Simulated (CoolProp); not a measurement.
Methane along the isotherm 111.8 K: density (kg/m³) from the reference equation and from simpler models built on Tc = 190.6 K, pc = 4.599 MPa, ω = 0.011; each cubic takes its own stable root.

Values from CoolProp's reference Helmholtz-energy equation of state, Setzmann 1991.

```csv
p (MPa),phase,reference
0.46,liquid,422.5
0.92,liquid,422.9
1.38,liquid,423.4
1.84,liquid,423.8
2.3,liquid,424.2
2.76,liquid,424.6
3.22,liquid,425.0
3.68,liquid,425.4
4.14,liquid,425.8
4.6,liquid,426.3
5.06,liquid,426.7
5.52,liquid,427.1
5.98,liquid,427.4
6.44,liquid,427.8
6.9,liquid,428.2
```

Problem. How far does each simpler model (van der Waals, Redlich-Kwong, Soave-Redlich-Kwong, Peng-Robinson) lie from the reference over these 15 states: mean and median of the absolute difference, and the worst?

Solution. 
- van der Waals: mean 30.9 %, median 30.8 %, worst -31.4 % at 111.8 K and 0.46 MPa
- Redlich-Kwong: mean 1.2 %, median 1.2 %, worst +1.3 % at 111.8 K and 6.9 MPa
- Soave-Redlich-Kwong: mean 0.1 %, median 0.1 %, worst -0.3 % at 111.8 K and 0.46 MPa
- Peng-Robinson: mean 12.6 %, median 12.6 %, worst +12.7 % at 111.8 K and 6.9 MPa
